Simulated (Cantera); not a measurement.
Input: 1 mol BN, 1.3 mol H₂O, 76 mol N₂, equilibrated at 71.0 Pa.

Cantera equilibrium calculation (NASA polynomials, part measured and part estimated; ideal gas, pure solids and liquids). Candidate condensed phases: B, BN, B₂O₃, B₃O₃H₃, H₂O; 39 gas species. Mutual solubility and eutectic melting of coexisting phases are not modelled. Rates play no part.

Over these rows the condensed part is BN(s) + B₂O₃(l). Partial pressures as log10 of bar:

```json
[
 {"T (K)": "925", "1000/T (1/K)": "1.0811", "log p HBO₂": "-9.31", "log p N₂": "-3.16", "log p H₂": "-4.93"},
 {"T (K)": "975", "1000/T (1/K)": "1.0256", "log p HBO₂": "-8.81", "log p N₂": "-3.16", "log p H₂": "-4.93"},
 {"T (K)": "1025", "1000/T (1/K)": "0.9756", "log p HBO₂": "-8.36", "log p N₂": "-3.16", "log p H₂": "-4.93"},
 {"T (K)": "1075", "1000/T (1/K)": "0.9302", "log p HBO₂": "?", "log p N₂": "-3.16", "log p H₂": "-4.93"},
 {"T (K)": "1125", "1000/T (1/K)": "0.8889", "log p HBO₂": "-7.58", "log p N₂": "-3.16", "log p H₂": "-4.93"},
 {"T (K)": "1175", "1000/T (1/K)": "0.8511", "log p HBO₂": "-7.25", "log p N₂": "-3.16", "log p H₂": "-4.93"}
]
```

Task: Fit log p(HBO₂) = a + b·(1000/T) to the five rows, give the apparent enthalpy, and predict the row at 1075 K.

Result: Means: 1000/T = 0.9645, log p = -8.262. Sxy = -0.323087, Sxx = 0.0360269, so b = -8.97 and a = -8.262 − (-8.97)×0.9645 = 0.39.
Apparent enthalpy: −19.145 × (-8.97) = 172 kJ/mol. With the condensed phases at unit activity, 2/3 B₂O₃(l) + 1/6 N₂(g) + 1/2 H₂(g) = HBO₂(g) + 1/3 BN(s) links this pressure to the main gases: over the six rows their terms move log p by +0.00 in all, so the slope is close to that reaction's ΔH°. The five rows lie within 0.01 of the line.
Prediction at 1075 K: 0.39 + (-8.97)×0.9302 = -7.95. The computed value is -7.95, 0.00 from the line.
